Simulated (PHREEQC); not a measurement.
1 kg of water holding 0.037 mol K2SO4 and 0.02 mol NaCl is evaporated at 25 °C; the solids stay in contact with the brine. No CO2 enters from the air. Only these solids could form: Arcanite, Glaserite, Halite, Mirabilite, Misenite, Sylvite, Thenardite.

The numbers come from PHREEQC with the Pitzer model, pitzer.dat.

Task: Predict ionic strength, Na in solution (mol/kgw) at water left (kg) = 1, 0.4563, 0.1407, 0.1156, 0.01099.

Result: 
```
water left (kg)  ionic strength  Na in solution (mol/kgw)
---------------  --------------  ------------------------
1                         0.131                    0.0200
0.4563                    0.287                    0.0438
0.1407                    0.931                     0.142
0.1156                     1.13                     0.173
0.01099                    3.80                      1.38
```
